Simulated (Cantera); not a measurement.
Mixture: 12.0 % CH3OH, 16.3 % O2, 61.6 % N2, 10.1 % H2O, at 33.6 atm, adiabatic and at constant volume. Ignition delay is the time to a rise of 400 K.

Model: GRI-Mech 3.0 (53 species, 325 reactions), integrated in Cantera. GRI-Mech 3.0 was tuned for natural gas; its chemistry of methanol as a main component is partial and can be far from experiment. The pressure lies above the range GRI-Mech 3.0 was tuned for (to about 10 atm).

Problem. Predict: delay at 1375 K; delay at 1450 K; delay at 1525 K; delay at 1600 K; delay at 1675 K; apparent activation energy between 1525 and 1675 K.

Solution. 
- delay at 1375 K = 39.1 µs
- delay at 1450 K = 15.6 µs
- delay at 1525 K = 6.92 µs
- delay at 1600 K = 3.38 µs
- delay at 1675 K = 1.78 µs
- apparent activation energy between 1525 and 1675 K = 190 kJ/mol
